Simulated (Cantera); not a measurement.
A perfectly stirred reactor is fed with CH4 : N2 = 1 : 15 (molar parts), at 760 Torr; it is held at 1800 K, and followed from long to short residence time.

Computed with Cantera and GRI-Mech 3.0 (53 species, 325 reactions). GRI-Mech 3.0 stops at C3 and has no aromatics, soot or wall deposition, so with more carbon than oxygen in the feed, carbon stays in small species such as C2H2 where larger ones or solid carbon would form.

Task: What does this change do: temperature 1800 to 1850 K?

Result: 
```
quantity                 before     after
---------------------  --------  --------
x(CH4) at τ = 1.30 s    0.00241   0.00161
x(H2) at τ = 1.30 s      0.0847    0.0858
x(C2H) at τ = 1.30 s    2.94e-7   5.51e-7
x(CH3) at τ = 1.30 s    5.78e-5   5.78e-5
x(H) at τ = 1.30 s     0.000101  0.000154
x(CH4) at τ = 20.0 ms    0.0181    0.0127
x(H2) at τ = 20.0 ms     0.0620    0.0696
x(C2H) at τ = 20.0 ms   2.06e-7   4.23e-7
x(CH3) at τ = 20.0 ms  0.000404  0.000423
x(H) at τ = 20.0 ms     7.15e-5  0.000119
```

Task: What does this change do: N2 15 to 8.6 parts?

Result: 
| quantity | before | after |
|---|---|---|
| x(CH4) at τ = 1.30 s | 0.00241 | 0.00390 |
| x(H2) at τ = 1.30 s | 0.0847 | 0.136 |
| x(C2H) at τ = 1.30 s | 2.94e-7 | 3.73e-7 |
| x(CH3) at τ = 1.30 s | 5.78e-5 | 7.39e-5 |
| x(H) at τ = 1.30 s | 0.000101 | 0.000128 |
| x(CH4) at τ = 20.0 ms | 0.0181 | 0.0292 |
| x(H2) at τ = 20.0 ms | 0.0620 | 0.101 |
| x(C2H) at τ = 20.0 ms | 2.06e-7 | 2.61e-7 |
| x(CH3) at τ = 20.0 ms | 0.000404 | 0.000515 |
| x(H) at τ = 20.0 ms | 7.15e-5 | 9.05e-5 |
